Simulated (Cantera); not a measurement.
# Thermodynamics of aluminium nitride and oxide growth, feed AlCl₃ + N₂O + N₂

Feed: 1 mol AlCl₃, 15 mol N₂O, 51 mol N₂, held at 75.0 Torr.

Method: chemical equilibrium by Gibbs-energy minimisation in Cantera with the NASA 1993 tables (ideal gas, pure condensed phases). Candidate condensed phases: Al, AlCl₃, AlN, Al₂O₃; 24 gas species. Rates play no part.

From 800 °C to 1900 °C the condensed part is Al₂O₃(s).

| T (°C) | x N₂ | x O₂ | x Cl | x Cl₂ | x NO | x O | x ClO | x AlOCl | n Al₂O₃(s) |
|---|---|---|---|---|---|---|---|---|---|
| 800 | 0.889 | 0.0909 | 0.000480 | 0.0200 | 4.62e-5 | 1.19e-9 | 2.37e-6 | <1e-12 | 0.500 |
| 900 | 0.888 | 0.0908 | 0.00156 | 0.0194 | 0.000111 | 1.33e-8 | 6.17e-6 | <1e-12 | 0.500 |
| 1000 | 0.887 | 0.0906 | 0.00413 | 0.0181 | 0.000231 | 1.02e-7 | 1.35e-5 | 2.23e-12 | 0.500 |
| 1100 | 0.885 | 0.0903 | 0.00907 | 0.0156 | 0.000431 | 5.86e-7 | 2.53e-5 | 5.63e-11 | 0.500 |
| 1200 | 0.881 | 0.0898 | 0.0166 | 0.0117 | 0.000740 | 2.64e-6 | 4.01e-5 | 8.42e-10 | 0.500 |
| 1300 | 0.877 | 0.0891 | 0.0252 | 0.00730 | 0.00118 | 9.86e-6 | 5.36e-5 | 7.93e-9 | 0.500 |
| 1400 | 0.874 | 0.0885 | 0.0322 | 0.00375 | 0.00179 | 3.14e-5 | 6.10e-5 | 5.01e-8 | 0.500 |
| 1500 | 0.871 | 0.0879 | 0.0362 | 0.00170 | 0.00258 | 8.80e-5 | 6.19e-5 | 2.31e-7 | 0.500 |
| 1600 | 0.870 | 0.0872 | 0.0381 | 0.000750 | 0.00357 | 0.000221 | 5.94e-5 | 8.53e-7 | 0.500 |
| 1700 | 0.869 | 0.0864 | 0.0389 | 0.000342 | 0.00479 | 0.000504 | 5.57e-5 | 2.67e-6 | 0.500 |
| 1800 | 0.868 | 0.0854 | 0.0392 | 0.000165 | 0.00622 | 0.00106 | 5.18e-5 | 7.41e-6 | 0.500 |
| 1900 | 0.867 | 0.0840 | 0.0393 | 8.39e-5 | 0.00787 | 0.00208 | 4.82e-5 | 1.85e-5 | 0.499 |
x: gas mole fraction; n: condensed amount in mol.
